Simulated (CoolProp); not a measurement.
Aqueous ethylene glycol as a coolant, 25 % by mass, freezing at -11.0 °C, 1 atm.

The numbers come from the Melinder's fits for secondary coolants in CoolProp.

```
T (°C)  Prandtl number  conductivity (W/(m K))  density (kg/m³)  viscosity (mPa s)
------  --------------  ----------------------  ---------------  -----------------
-7.9                 …                       …             1039               5.06
-1.1              31.3                   0.464             1037               3.86
5.8               24.0                   0.471                …               2.99
12.6              18.9                   0.478             1034               2.38
19.5              15.1                   0.485             1031               1.93
26.3              12.4                       …             1029               1.59
33.1              10.3                   0.499             1026               1.34
40                8.71                       …             1023               1.14
```

Task: Complete the blanks.

Result: 
- -7.9, Prandtl number: 41.5
- -7.9, conductivity (W/(m K)): 0.456
- 5.8, density (kg/m³): 1036
- 26.3, conductivity (W/(m K)): 0.492
- 40, conductivity (W/(m K)): 0.506
